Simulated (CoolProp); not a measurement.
The fluid at 308.81 K and 0.0119 MPa flows at 17 m/s in a round tube of 50 mm bore and 45 µm roughness, fully developed (64/Re and Nu = 3.66 if laminar; Colebrook and Gnielinski if turbulent). The same conditions are run with several fluids, on thermodynamics alone (safety and materials aside).

The numbers come from the reference Helmholtz-energy equation of state of each fluid (n-hexane: Thol 2019; carbon dioxide: Span 1996; R142b: Lemmon 2006; benzene: Thol 2012; R13: Platzer 1990) in CoolProp. The equations of Platzer and Polt are older, rougher fits.

```tsv
fluid	Reynolds number	Darcy friction factor	pressure drop (Pa/m)	heat-transfer coefficient (W/(m² K))	mass flow (kg/h)
n-hexane	52700	0.0236	27.4	38.4	48.4
carbon dioxide	11300	0.0314	18.5	12.2	24.5
R142b	36700	0.0249	33.6	23.1	56.1
benzene	39600	0.0246	25.9	23.1	43.8
R13	27800	0.0261	36.5	19.4	58.2
```

Transport values come from each fluid's own correlations; those of R142b, R13 are estimates that may be off by 10 % or more.
